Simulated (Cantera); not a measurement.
## Premixed flame

A freely propagating, adiabatic, planar premixed flame of 9.45 % CH4, 1.04 % C2H6, 15.0 % O2, 56.5 % N2, 18.0 % H2O, equivalence ratio 1.5, unburnt at 650 K and 670000 Pa; unity-Lewis-number transport, grid criteria slope 0.08 and curve 0.16, no radiation.

Detailed kinetics in Cantera: GRI-Mech 3.0 (53 species, 325 reactions). Unity Lewis numbers drop preferential diffusion, which matters most where H2 and H carry the flame. Burning velocities carry a grid error of a few per cent, more on coarse grids.

| z (mm) | T (K) | u (m/s) | x CH4 | x C2H6 | x O2 | x CH3 | x H2O | x HCN |
|---|---|---|---|---|---|---|---|---|
| -1.01 | 652 | 0.149 | 0.0944 | 0.0104 | 0.150 | <1e-8 | 0.180 | <1e-8 |
| -0.677 | 661 | 0.151 | 0.0937 | 0.0103 | 0.149 | <1e-8 | 0.181 | <1e-8 |
| -0.507 | 684 | 0.156 | 0.0921 | 0.0100 | 0.146 | <1e-8 | 0.183 | 2.57e-8 |
| -0.338 | 785 | 0.180 | 0.0850 | 0.00898 | 0.135 | 6.93e-8 | 0.194 | 1.03e-7 |
| -0.169 | 1138 | 0.265 | 0.0587 | 0.00513 | 0.0932 | 2.44e-5 | 0.233 | 3.85e-7 |
| -0.0846 | 1439 | 0.341 | 0.0358 | 0.00216 | 0.0566 | 0.000245 | 0.267 | 6.58e-7 |
| 0 | 1709 | 0.410 | 0.0169 | 0.000473 | 0.0242 | 0.000636 | 0.296 | 1.05e-6 |
| 0.0846 | 1847 | 0.446 | 0.00890 | 8.57e-5 | 0.00858 | 0.000560 | 0.308 | 1.52e-6 |
| 0.169 | 1897 | 0.459 | 0.00639 | 2.44e-5 | 0.00332 | 0.000363 | 0.310 | 1.81e-6 |
| 0.338 | 1921 | 0.465 | 0.00480 | 5.74e-6 | 0.000714 | 0.000187 | 0.307 | 1.99e-6 |
| 0.677 | 1924 | 0.468 | 0.00360 | 1.95e-6 | 6.46e-5 | 0.000107 | 0.302 | 2.03e-6 |
| 1.35 | 1919 | 0.468 | 0.00253 | 8.24e-7 | 1.15e-6 | 6.76e-5 | 0.297 | 1.96e-6 |
| 2.71 | 1913 | 0.468 | 0.00157 | 2.86e-7 | 4.56e-8 | 3.84e-5 | 0.293 | 1.69e-6 |
x: mole fraction of selected species; z is measured from the peak of heat release.

```yaml
laminar_burning_velocity: 14.8 cm/s
thermal_thickness: 0.338 mm
peak x(CH3): 0.000662
peak x(HCN): 2.03e-6
grid_points: 126
```
